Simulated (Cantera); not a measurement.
Feed: 1 mol Si2Cl6, 3.1 mol H2, equilibrated at 1125 K and 0.133 bar.

Equilibrium computed with Cantera from the NASA thermochemical tables; the gas is ideal and each condensed phase is pure. Candidate condensed phases: Si; 19 gas species. The feed counts by its element totals alone. The tables' values for SiCl3 are old estimates; treat these amounts as uncertain. The numbers say what is thermodynamically allowed, not how fast it happens.

Base state: H2 0.616, SiCl4 0.256, SiHCl3 0.0538, HCl 0.0508, SiCl3 0.0136, SiCl2 0.00889, SiH2Cl2 0.00139 (mole fractions); condensed: Si(s).

Task: What changes in the equilibrium state with this change: Si2Cl6 replaced by SiH4?

Result: 
```csv
species,before,after
H2,0.616,1.00
SiCl4,0.256,0
SiHCl3,0.0538,0
HCl,0.0508,0
SiCl3,0.0136,0
SiCl2,0.00889,0
SiH2Cl2,0.00139,0
"Si(s), mol",0.457,1.00
```
